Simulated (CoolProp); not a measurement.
Vapour-liquid equilibrium of C3F8 (R218) (1) + c-C4F8 (RC318) (2) at 256.9 K; x and y are mole fractions of (1).

Values from CoolProp's multi-fluid Helmholtz-energy mixture model, Lemmon 2006 and Platzer 1990; pair parameters Bell 2016. This equation is an older, rougher fit; its heat capacities, sound speeds and derivatives of the liquid may be far off and weren't checked against measurements.

```json
[
 {"x": "0.05", "bubble pressure (kPa)": "67.20", "y at the bubble point": "0.084", "dew pressure at overall composition x (kPa)": "66.20", "liquid density (mol/L)": "8.269"},
 {"x": "0.125", "bubble pressure (kPa)": "72.25", "y at the bubble point": "0.223", "dew pressure at overall composition x (kPa)": "68.53", "liquid density (mol/L)": "8.288"},
 {"x": "0.2", "bubble pressure (kPa)": "79.33", "y at the bubble point": "0.363", "dew pressure at overall composition x (kPa)": "71.32", "liquid density (mol/L)": "8.303"},
 {"x": "0.275", "bubble pressure (kPa)": "88.46", "y at the bubble point": "0.495", "dew pressure at overall composition x (kPa)": "74.62", "liquid density (mol/L)": "8.313"},
 {"x": "0.35", "bubble pressure (kPa)": "99.57", "y at the bubble point": "0.609", "dew pressure at overall composition x (kPa)": "78.55", "liquid density (mol/L)": "8.318"},
 {"x": "0.425", "bubble pressure (kPa)": "112.4", "y at the bubble point": "0.704", "dew pressure at overall composition x (kPa)": "83.23", "liquid density (mol/L)": "8.318"},
 {"x": "0.5", "bubble pressure (kPa)": "126.8", "y at the bubble point": "0.779", "dew pressure at overall composition x (kPa)": "88.90", "liquid density (mol/L)": "8.313"},
 {"x": "0.575", "bubble pressure (kPa)": "142.2", "y at the bubble point": "0.839", "dew pressure at overall composition x (kPa)": "95.87", "liquid density (mol/L)": "8.303"},
 {"x": "0.65", "bubble pressure (kPa)": "158.4", "y at the bubble point": "0.886", "dew pressure at overall composition x (kPa)": "104.6", "liquid density (mol/L)": "8.287"},
 {"x": "0.725", "bubble pressure (kPa)": "175.0", "y at the bubble point": "0.922", "dew pressure at overall composition x (kPa)": "116.0", "liquid density (mol/L)": "8.265"},
 {"x": "0.8", "bubble pressure (kPa)": "191.7", "y at the bubble point": "0.950", "dew pressure at overall composition x (kPa)": "131.5", "liquid density (mol/L)": "8.237"},
 {"x": "0.875", "bubble pressure (kPa)": "208.3", "y at the bubble point": "0.972", "dew pressure at overall composition x (kPa)": "154.2", "liquid density (mol/L)": "8.201"},
 {"x": "0.95", "bubble pressure (kPa)": "224.7", "y at the bubble point": "0.990", "dew pressure at overall composition x (kPa)": "191.7", "liquid density (mol/L)": "8.158"}
]
```

No azeotrope shows between x = 0.05 and 0.95.

Pair parameters are fitted to limited data, so mixtures are less certain than the pure fluids.
